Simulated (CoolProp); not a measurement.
c-C4F8 (RC318) along the isobar 7350 kPa: density (kg/m³) from the reference equation and from simpler models built on Tc = 388.4 K, pc = 2778 kPa, ω = 0.355; each cubic takes its own stable root.

Values from CoolProp's reference Helmholtz-energy equation of state, Platzer 1990. This equation is an older, rougher fit; its heat capacities, sound speeds and derivatives of the liquid may be far off and weren't checked against measurements.

```tsv
T (K)	phase	reference	van der Waals	Redlich-Kwong	Soave-Redlich-Kwong	Peng-Robinson
338.1	liquid	1394	949.7	1272	1319	1484
342.3	liquid	1377	942.2	1256	1300	1463
346.5	liquid	1359	934.5	1240	1281	1441
350.7	liquid	1342	926.7	1223	1262	1418
355	liquid	1323	918.6	1206	1241	1394
359.2	liquid	1304	910.6	1189	1221	1370
363.4	liquid	1285	902.5	1171	1200	1345
367.6	liquid	1266	894.2	1153	1178	1320
371.9	liquid	1245	885.7	1135	1155	1292
376.1	liquid	1224	877.2	1117	1132	1265
380.3	liquid	1203	868.6	1098	1108	1237
384.5	liquid	1181	859.8	1079	1084	1208
388.8	supercritical	1157	850.8	1059	1058	1178
393	supercritical	1133	841.7	1039	1033	1147
397.2	supercritical	1108	832.6	1019	1007	1116
401.4	supercritical	1083	823.3	999.2	979.8	1084
```
